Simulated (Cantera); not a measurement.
## Hydrocarbon pyrolysis for carbon deposition

A perfectly stirred reactor is fed with 2.33 % CH4, 97.7 % N2, at 20.0 Torr; it is held at 1425 K, and followed from long to short residence time.

Detailed kinetics in Cantera: GRI-Mech 3.0 (53 species, 325 reactions). GRI-Mech 3.0 stops at C3 and has no aromatics, soot or wall deposition, so with more carbon than oxygen in the feed, carbon stays in small species such as C2H2 where larger ones or solid carbon would form. Radical loss at walls, strong at low pressure, is not modelled.

```json
[
 {"τ (s)": "8.8", "x CH4": "0.0186", "x H": "1.03e-6", "x C2H2": "0.00200", "x C2H6": "9.64e-6", "x C2H4": "0.000238", "x CH2": "5.65e-9"},
 {"τ (s)": "1.8", "x CH4": "0.0221", "x H": "2.49e-7", "x C2H2": "0.000283", "x C2H6": "1.16e-5", "x C2H4": "0.000225", "x CH2": "5.42e-9"},
 {"τ (s)": "0.39", "x CH4": "0.0232", "x H": "1.90e-8", "x C2H2": "3.36e-6", "x C2H6": "2.20e-6", "x C2H4": "1.77e-5", "x CH2": "1.09e-9"},
 {"τ (s)": "0.081", "x CH4": "0.0232", "x H": "4.91e-9", "x C2H2": "7.92e-9", "x C2H6": "9.44e-8", "x C2H4": "2.43e-7", "x CH2": "6.66e-11"},
 {"τ (s)": "0.017", "x CH4": "0.0233", "x H": "4.23e-9", "x C2H2": "1.56e-11", "x C2H6": "1.92e-9", "x C2H4": "2.41e-9", "x CH2": "3.39e-12"},
 {"τ (s)": "0.0036", "x CH4": "0.0233", "x H": "4.10e-9", "x C2H2": "<1e-12", "x C2H6": "2.33e-11", "x C2H4": "2.23e-11", "x CH2": "<1e-12"},
 {"τ (s)": "0.00075", "x CH4": "0.0233", "x H": "3.71e-9", "x C2H2": "<1e-12", "x C2H6": "<1e-12", "x C2H4": "<1e-12", "x CH2": "<1e-12"},
 {"τ (s)": "0.00016", "x CH4": "0.0233", "x H": "2.56e-9", "x C2H2": "<1e-12", "x C2H6": "<1e-12", "x C2H4": "<1e-12", "x CH2": "<1e-12"}
]
```
x: mole fraction; the columns are a selection and need not sum to one.
